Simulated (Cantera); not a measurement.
Input (Python, Cantera) and output of one run.

```python
import numpy as np
import cantera as ct

gas_names = """
    CL CL2 N N2 Si SiCL SiCL2 SiCL3 SiCL4 SiN Si2 Si2N Si3
""".split()
cond_names = """
    Si(cr) Si(L) Si3N4(a)
""".split()


# ... load() reads the species with a 1 bar reference pressure and builds the phases ...
atoms = {
    'SiCl4': {'Si': 1, 'CL': 4},
    'Cl2': {'CL': 2},
    'N2': {'N': 2},
}
top_T = {'Si3N4(a)': 2400}  # K; cautious upper limits of use, not melting points


# ... equilibrate(T, P, feed) seeds the gas with the atoms and calls Mixture.equilibrate('TP', solver="vcs", rtol=1e-11, max_steps=5000) ...
results = []
feed = {'SiCl4': 1, 'Cl2': 0.04, 'N2': 3.3}  # mol
T = 1675  # K
P = 25000  # Pa
mix = equilibrate(T, P, feed)
results.append((T, P, feed, dict(zip(mix.species_names, mix.species_moles))))
print(gas.report(threshold=1e-05))
for i in range(1, mix.n_phases):
    print(f"{mix.phase(i).name:16s} {mix.phase_moles(i):12.5e} mol")
```

It prints:

```
       temperature   1675 K
          pressure   25000 Pa
           density   0.10863 kg/m^3
  mean mol. weight   60.515 kg/kmol
   phase of matter   gas

                          1 kg             1 kmol
                     ---------------   ---------------
          enthalpy       -1.3506e+06        -8.173e+07  J
   internal energy       -1.5807e+06       -9.5656e+07  J
           entropy            5314.6        3.2161e+05  J/K
    Gibbs function       -1.0253e+07       -6.2043e+08  J
 heat capacity c_p            849.95             51435  J/K
 heat capacity c_v            712.56             43121  J/K

                      mass frac. Y      mole frac. X     chem. pot. / RT
                     ---------------   ---------------   ---------------
                CL         0.0095586          0.016317           -19.098
               CL2           0.00276         0.0023558           -38.196
                N2           0.34863           0.75311           -28.028
             SiCL2        0.00010522         6.433e-05           -62.994
             SiCL3         0.0058711         0.0026428           -82.092
             SiCL4           0.63307           0.22551           -101.19
     [   +7 minor]        3.5998e-11        3.8826e-11

Si(cr)            0.00000e+00 mol
Si3N4(a)          0.00000e+00 mol
```

Cantera equilibrium calculation (NASA polynomials, part measured and part estimated; ideal gas, pure solids and liquids). The tables' values for SiCl3 are old estimates; treat these amounts as uncertain.
